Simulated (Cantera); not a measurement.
Feed: 1 mol Cr₂O₃, 0.51 mol H₂, held at 27.0 mbar.

These are equilibrium values from Cantera (NASA tables, ideal gas, pure condensed phases), not measurements of a reactor. Candidate condensed phases: Cr, Cr₂O₃, H₂O; 13 gas species. Mutual solubility and eutectic melting of coexisting phases are not modelled. Rates play no part.

Problem. Which condensed phases are stable at each of these points (T (K)): 1573, 1623, 1673, 1723, 1773, 1823, 1873, 1923, 1973, 2023, 2073?

Solution. 
```tsv
T (K)	condensed phases	Cr condensed (%)
1573	Cr(s) + Cr₂O₃(s)	100.0
1623	Cr(s) + Cr₂O₃(s)	100.0
1673	Cr(s) + Cr₂O₃(s)	100.0
1723	Cr(s) + Cr₂O₃(s)	100.0
1773	Cr(s) + Cr₂O₃(s)	99.9
1823	Cr₂O₃(s)	99.9
1873	Cr₂O₃(s)	99.8
1923	Cr₂O₃(s)	99.7
1973	Cr₂O₃(s)	99.6
2023	Cr₂O₃(s)	99.5
2073	Cr₂O₃(s)	99.3
```

From 1573 K to 1773 K the condensed part is Cr(s) + Cr₂O₃(s). From 1823 K to 2073 K the condensed part is Cr₂O₃(s).
